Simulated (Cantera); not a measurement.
Reactions in the system C-F

Source: NASA polynomial tables (part measured, part estimated), evaluated in Cantera. Values are per mole of reaction as written; species without (g) are pure solids or liquids, kept so even where they would boil at 1 bar. The tables' values for C2F4 are old estimates.

4 CF3(g) + 2 C = 3 C2F4(g)

| T (K) | ΔH° (kJ) | ΔS° (J/K) | ΔG° (kJ) | log10 K |
|---|---|---|---|---|
| 798 | -85.4 | -152.8 | 36.5 | -2.39 |
| 898 | -84.0 | -151.1 | 51.7 | -3.00 |
| 998 | -82.7 | -149.7 | 66.7 | -3.49 |
| 1098 | -81.3 | -148.4 | 81.6 | -3.88 |
| 1198 | -80.0 | -147.2 | 96.4 | -4.20 |
| 1298 | -78.6 | -146.1 | 111.0 | -4.47 |
| 1398 | -77.3 | -145.1 | 125.6 | -4.69 |
